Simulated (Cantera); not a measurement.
An adiabatic, constant-volume homogeneous reactor starts with H₂ : O₂ : N₂ = 1 : 0.725 : 2.72 (molar parts), equivalence ratio 0.69, at 1150 K and 0.415 atm. Integrator tolerance rtol = 1e-08.

Cantera simulation using GRI-Mech 3.0 (53 species, 325 reactions); the numbers are that mechanism's predictions, not measurements.

Problem. What does this change do: initial temperature 1150 to 1000 K?

Solution. 
| quantity | before | after |
|---|---|---|
| time of steepest temperature rise | 0.136 ms | 0.406 ms |
| temperature at 2.00 s | 2692 K | 2646 K |
| equilibrium temperature | 2692 K | 2646 K |
| x(H₂) at 2.00 s | 0.0149 (gas-phase equilibrium 0.0149) | 0.0119 (gas-phase equilibrium 0.0119) |
| x(O₂) at 2.00 s | 0.0474 (gas-phase equilibrium 0.0474) | 0.0478 (gas-phase equilibrium 0.0478) |
| x(NO₂) at 2.00 s | 4.56e-6 (gas-phase equilibrium 4.56e-6) | 4.76e-6 (gas-phase equilibrium 4.76e-6) |
| x(NO) at 2.00 s | 0.0138 (gas-phase equilibrium 0.0138) | 0.0129 (gas-phase equilibrium 0.0129) |
| x(H) at 2.00 s | 0.00718 (gas-phase equilibrium 0.00718) | 0.00506 (gas-phase equilibrium 0.00506) |
| x(O) at 2.00 s | 0.00810 (gas-phase equilibrium 0.00810) | 0.00628 (gas-phase equilibrium 0.00628) |

Problem. What does this change do: pressure from 0.415 atm to 9.87 atm?

Solution. 
```tsv
quantity	before	after
time of steepest temperature rise	0.136 ms	0.289 ms
temperature at 2.00 s	2692 K	2872 K
equilibrium temperature	2692 K	2872 K
x(H₂) at 2.00 s	0.0149 (gas-phase equilibrium 0.0149)	0.00669 (gas-phase equilibrium 0.00669)
x(O₂) at 2.00 s	0.0474 (gas-phase equilibrium 0.0474)	0.0451 (gas-phase equilibrium 0.0451)
x(NO₂) at 2.00 s	4.56e-6 (gas-phase equilibrium 4.56e-6)	2.43e-5 (gas-phase equilibrium 2.43e-5)
x(NO) at 2.00 s	0.0138 (gas-phase equilibrium 0.0138)	0.0174 (gas-phase equilibrium 0.0174)
x(H) at 2.00 s	0.00718 (gas-phase equilibrium 0.00718)	0.00183 (gas-phase equilibrium 0.00183)
x(O) at 2.00 s	0.00810 (gas-phase equilibrium 0.00810)	0.00323 (gas-phase equilibrium 0.00323)
```
The hydrogen kinetics of GRI-Mech 3.0 are dated; newer H2 mechanisms differ, most at raised pressure.
